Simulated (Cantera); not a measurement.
Input: 1 mol Si, 1.2 mol CO, 1.2 mol H₂, held at 1725 °C and 10.0 mbar.

These are equilibrium values from Cantera (NASA tables, ideal gas, pure condensed phases), not measurements of a reactor. Candidate condensed phases: C, C₆H₆, C₇H₈, C₈H₁₈, H₂O, Si, SiC, SiO₂; 123 gas species. Gases not in the tables: Si₂H₆ and higher silanes. Equilibrium is a limit: real reactors are often held back by kinetics, nucleation or transport.

Base state: H₂ 0.490, CO 0.291, SiO 0.206, H 0.0112, Si 0.00203, SiH 9.67e-5, Si₂C 5.51e-5, SiH₂ 2.45e-5 (mole fractions); condensed: SiC(s).

What changes in the equilibrium state with this change: pressure from 10.0 mbar to 1.00 bar?


| species | before | after |
|---|---|---|
| H₂ | 0.490 | 0.499 |
| CO | 0.291 | 0.291 |
| SiO | 0.206 | 0.208 |
| H | 0.0112 | 0.00113 |
| CH₄ | 1.17e-7 | 1.21e-5 |
| H₂O | 1.47e-6 | 0.000151 |
| SiC(s), mol | 0.497 | 0.500 |
